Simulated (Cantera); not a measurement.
A jet of CH₄ : O₂ : N₂ = 0.016 : 0.057 : 0.79 (molar parts) at 300 K and 0.260 bar hits a platinum plate 3.3 cm away at a mass flux of 0.023 kg/m²/s; the plate temperature is set and raised in steps from an oxygen-covered start.

Detailed kinetics in Cantera: Deutschmann's 1995 Pt surface mechanism with GRI-Mech 3.0 gas chemistry. Catalytic surfaces can have several steady states; this one follows from the mechanism file's or the stated starting coverage.

x: mole fraction at the wall; θ: surface coverage.

```csv
plate T (K),wall x CH₄,wall x O₂,wall x H₂O,wall x OH,wall x CO,wall x CO₂,θ free Pt,θ O*,θ OH*
900,0.00672,0.0410,0.0220,___,2.55e-6,0.0144,0.196,0.802,0.00199
950,0.00417,0.0357,0.0267,___,2.20e-6,0.0175,0.267,0.731,0.00200
1000,0.00274,0.0327,0.0293,___,1.96e-6,0.0192,0.339,0.659,0.00186
1050,0.00193,0.0310,0.0307,___,1.84e-6,0.0201,0.410,0.589,0.00167
1100,0.00144,0.0300,0.0316,___,1.81e-6,0.0207,0.478,0.521,0.00148
1150,0.00112,0.0294,0.0320,___,1.85e-6,0.0210,0.542,0.456,0.00129
1200,0.000905,0.0291,0.0323,___,2.00e-6,0.0211,0.603,0.396,0.00112
```

Task: Complete the blanks.

Result: 
- 900, wall x OH: 1.90e-8
- 950, wall x OH: 5.48e-8
- 1000, wall x OH: 1.40e-7
- 1050, wall x OH: 3.26e-7
- 1100, wall x OH: 6.91e-7
- 1150, wall x OH: 1.36e-6
- 1200, wall x OH: 2.52e-6
